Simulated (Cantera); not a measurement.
An adiabatic, constant-pressure homogeneous reactor starts with 61.6 % H2, 7.85 % O2, 30.6 % N2, equivalence ratio 3.9, at 1573 K and 4.40 bar.

Detailed kinetics in Cantera: GRI-Mech 3.0 (53 species, 325 reactions). The hydrogen kinetics of GRI-Mech 3.0 are dated; newer H2 mechanisms differ, most at raised pressure.

Question: Predict: time of steepest temperature rise; temperature at 2.00 s; equilibrium temperature; x(H2) at 2.00 s; x(O2) at 2.00 s; x(N2O) at 2.00 s; x(NO) at 2.00 s; x(HO2) at 2.00 s.

Answer: 
```
Item                                                                Result
---------------------------------  ---------------------------------------
time of steepest temperature rise                                  3.35 µs
temperature at 2.00 s                                               2606 K
equilibrium temperature                                             2606 K
x(H2) at 2.00 s                        0.488 (gas-phase equilibrium 0.488)
x(O2) at 2.00 s                    2.59e-6 (gas-phase equilibrium 2.59e-6)
x(N2O) at 2.00 s                   4.73e-9 (gas-phase equilibrium 4.73e-9)
x(NO) at 2.00 s                    6.27e-5 (gas-phase equilibrium 6.27e-5)
x(HO2) at 2.00 s                   7.28e-9 (gas-phase equilibrium 7.28e-9)
```
